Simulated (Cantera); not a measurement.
Input: 1 mol SiF₄, 1.1 mol N₂O, 0.29 mol H₂, at 1150 K and 1.20 mbar.

Equilibrium computed with Cantera from the NASA thermochemical tables; the gas is ideal and each condensed phase is pure. Candidate condensed phases: H₂O, Si, SiO₂, Si₂N₂O, Si₃N₄; 58 gas species. The tables hold silica as quartz up to 1696 K and as liquid above; real silica turns to tridymite and cristobalite and melts near 1996 K. Rates play no part.

Base state: N₂ 0.375, SiF₄ 0.292, HF 0.193, O₂ 0.138, H₂O 0.00218, NO 7.33e-5 (mole fractions); condensed: SiO₂(β-quartz).

**Question.** What changes in the equilibrium state with this change: pressure from 1.20 mbar to 0.133 bar?

**Answer.** 
```json
[
 {"species": "N₂", "before": "0.375", "after": "0.377"},
 {"species": "SiF₄", "before": "0.292", "after": "0.302"},
 {"species": "HF", "before": "0.193", "after": "0.166"},
 {"species": "H₂O", "before": "0.00218", "after": "0.0167"},
 {"species": "O₂", "before": "0.138", "after": "0.139"},
 {"species": "NO", "before": "7.33e-5", "after": "7.39e-5"},
 {"species": "SiO₂(β-quartz), mol", "before": "0.142", "after": "0.121"}
]
```
